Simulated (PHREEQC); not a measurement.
Consider water at 20 °C with 4.9 mol/kgw HCl and 0.013 mol/kgw NaHCO3. Closed to the air; pH follows from the charge balance.

Equilibrium calculation in PHREEQC: Pitzer model, pitzer.dat.

This is a speciation only: nothing precipitates in the calculation.

**Question.** Predict the pH, density.

**Answer.** pH -1.66; density 1.073 g/cm³.

In brines, pH and single-ion activities rest on the MacInnes convention.
